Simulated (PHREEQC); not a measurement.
Make-up at 25 °C: 0.0035 mol/kgw PbCl2 and 0.064 mol/kgw HNO3. It is in equilibrium with CO2 at log p = -1 (atm). Otherwise closed; pH follows from the charge balance.

Computed with PHREEQC (ion-association model, wateq4f.dat).

### Question
The ionic strength comes out as 0.0722 mol/kgw. What activity coefficients do PbNO3+, NO3-, Pb+2, Cl-, H+ get?

### Answer
PbNO3+ 0.80, NO3- 0.78, Pb+2 0.41, Cl- 0.79, H+ 0.84.

This is a speciation only: nothing precipitates in the calculation.
